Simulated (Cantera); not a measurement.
An isothermal, constant-pressure homogeneous reactor starts with C₂H₆ : H₂ = 1 : 1.1 (molar parts), at 1948 K and 45.0 Torr.

Detailed kinetics in Cantera: GRI-Mech 3.0 (53 species, 325 reactions). GRI-Mech 3.0 stops at C3 and has no aromatics, soot or wall deposition, so with more carbon than oxygen in the feed, carbon stays in small species such as C2H2 where larger ones or solid carbon would form.

x: mole fraction; the columns are a selection and need not sum to one.

```tsv
t (s)	x C₂H₆	x H₂	x H	x C₂H₂	x CH₄	x C₂H₄	x CH₃
6.00e-5	0.00277	0.527	0.00749	0.104	0.222	0.0709	0.0600
0.000200	0.000516	0.595	0.00350	0.167	0.186	0.0261	0.0205
0.000665	0.000162	0.637	0.00230	0.197	0.147	0.00679	0.0101
0.00221	…	0.677	0.00230	0.215	…	…	…
0.00736	…	0.719	…	0.231	…	…	…
0.0245	1.53e-6	0.743	0.00337	0.240	0.0122	0.000146	0.00109
0.0815	8.91e-8	0.750	0.00392	0.243	0.00269	0.000102	0.000278
0.271	7.73e-9	0.752	0.00402	0.243	0.000744	9.92e-5	7.89e-5
0.903	2.94e-9	0.752	0.00403	0.243	0.000415	9.91e-5	4.41e-5
3.00	2.83e-9	0.752	0.00403	0.243	0.000404	9.91e-5	4.30e-5
10.0	2.83e-9	0.752	0.00403	0.243	0.000404	9.91e-5	4.30e-5
```

### Question
Some entries are withheld; supply them.

### Answer

- 0.00221, x C₂H₆: 6.55e-5
- 0.00221, x CH₄: 0.0973
- 0.00221, x C₂H₄: 0.00220
- 0.00221, x CH₃: 0.00639
- 0.00736, x C₂H₆: 1.52e-5
- 0.00736, x H: 0.00271
- 0.00736, x CH₄: 0.0434
- 0.00736, x C₂H₄: 0.000557
- 0.00736, x CH₃: 0.00320
